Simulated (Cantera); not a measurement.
Charge: 1 mol B₂H₆, 2.4 mol H₂, held at 1973 K and 0.000640 bar.

Equilibrium computed with Cantera from the NASA thermochemical tables; the gas is ideal and each condensed phase is pure. Candidate condensed phases: B; 7 gas species. The feed counts by its element totals alone. The tables' values for BH₂ are old estimates; treat these amounts as uncertain. The numbers say what is thermodynamically allowed, not how fast it happens.

Base state: H₂ 0.948, H 0.0519, BH₂ 0.000379, B 0.000132 (mole fractions); condensed: B(s).

**Question.** What changes in the equilibrium state with this change: temperature from 1973 K to 1548 K?

**Answer.** 
```tsv
species	before	after
H₂	0.948	0.999
H	0.0519	0.00122
BH₂	0.000379	1.60e-5
B	0.000132	1.21e-8
B(s), mol	2.00	2.00
```

**Question.** What changes in the equilibrium state with this change: pressure from 0.000640 bar to 0.00133 bar?

**Answer.** 
| species | before | after |
|---|---|---|
| H₂ | 0.948 | 0.963 |
| H | 0.0519 | 0.0363 |
| BH₂ | 0.000379 | 0.000385 |
| B | 0.000132 | 6.34e-5 |
| B(s), mol | 2.00 | 2.00 |

**Question.** What changes in the equilibrium state with this change: B₂H₆ replaced by B₂O₃?

**Answer.** 
```csv
species,before,after
H₂,0.948,0.572
B₂O₃,0,0.169
HBO₂,0,0.104
BO,0,0.0493
HBO,0,0.0469
B₂O₂,0,0.0109
H,0.0519,0.0403
H₂O,0,0.00642
BO₂,0,0.000843
OH,0,4.30e-5
"B(s), mol",2.00,0
```
Further candidate phases: B₂O₃, B₃O₃H₃, H₂O.
